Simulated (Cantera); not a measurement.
# Ammonia decomposition in nitride growth gas

A perfectly stirred reactor is fed with 31.2 % NH₃, 68.8 % H₂, at 0.0440 bar; it is held at 2348 K, and followed from long to short residence time.

Detailed kinetics in Cantera: the gas-phase N/H chemistry of the illustrative SiF4/NH3 mechanism in the Surface Chemkin manual (1991). Walls and surfaces, which speed up NH3 decomposition in real reactors, are not modelled.

```
τ (s)      x NH₃   x H₂    x N₂H₄     x NH₂   x N₂H₂    x N₂
------  --------  -----  --------  --------  -------  ------
6.1      8.34e-5  0.836    <1e-12   1.50e-5  2.82e-9   0.116
2.9     0.000178  0.844  1.29e-12   2.65e-5  7.98e-9   0.117
1.4     0.000745  0.858  7.71e-12   6.45e-5  3.44e-8   0.117
0.69     0.00585  0.869  7.23e-11  0.000197  1.62e-7   0.116
0.33      0.0198  0.863  2.92e-10  0.000396  4.33e-7   0.111
0.16      0.0445  0.849  8.05e-10  0.000656  9.31e-7   0.102
0.078     0.0835  0.826   1.82e-9  0.000988  1.78e-6  0.0866
0.038      0.136  0.794   3.48e-9   0.00136  3.01e-6  0.0665
0.018      0.194  0.758   5.59e-9   0.00173  4.47e-6  0.0440
0.0089     0.241  0.729   7.34e-9   0.00198  5.59e-6  0.0260
0.0043     0.275  0.708   8.34e-9   0.00211  6.13e-6  0.0133
```
x: mole fraction; the columns are a selection and need not sum to one.
